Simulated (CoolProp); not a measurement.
Vapour pressure (MPa) of dimethyl carbonate: the reference equation beside estimates from Tc = 557.0 K, pc = 4.909 MPa, ω = 0.346. Clausius-Clapeyron is anchored at 285.5 K with a constant enthalpy of vaporisation of 38.52 kJ/mol.

Values from CoolProp's reference Helmholtz-energy equation of state, Zhou 2011.

| T (K) | reference | Clausius-Clapeyron | van der Waals | Redlich-Kwong | Soave-Redlich-Kwong | Peng-Robinson |
|---|---|---|---|---|---|---|
| 285.5 | 0.003666 | 0.003666 | 0.1611 | 0.01554 | 0.003415 | 0.003699 |
| 306.5 | [?] | 0.01114 | 0.2540 | 0.03810 | 0.01040 | [?] |
| 327.6 | 0.02799 | 0.02951 | 0.3797 | 0.08126 | [?] | [?] |
| 348.7 | 0.06226 | 0.06943 | 0.5426 | [?] | 0.06067 | 0.06178 |
| 369.7 | 0.1239 | 0.1477 | 0.7459 | 0.2694 | 0.1224 | 0.1232 |
| 390.8 | 0.2266 | 0.2905 | [?] | 0.4376 | 0.2267 | 0.2263 |
| 411.9 | 0.3860 | 0.5333 | 1.295 | 0.6709 | 0.3903 | 0.3873 |
| 432.9 | 0.6186 | 0.9203 | 1.644 | 0.9793 | 0.6313 | 0.6242 |
| 454 | 0.9470 | 1.513 | 2.050 | 1.377 | 0.9736 | 0.9608 |
| 475.1 | 1.393 | 2.381 | 2.515 | 1.873 | 1.440 | 1.420 |

Question: What belongs in the gaps?

Answer: 
- 306.5, reference: 0.01100
- 306.5, Peng-Robinson: 0.01097
- 327.6, Soave-Redlich-Kwong: 0.02688
- 327.6, Peng-Robinson: 0.02779
- 348.7, Redlich-Kwong: 0.1549
- 390.8, van der Waals: 0.9956

Absolute difference from the reference over all 10 rows, mean and median: Clausius-Clapeyron 28.3 and 23.7 %, van der Waals 997.1 and 420.7 %, Redlich-Kwong 133.2 and 105.3 %, Soave-Redlich-Kwong 2.9 and 2.7 %, Peng-Robinson 0.8 and 0.7 %.
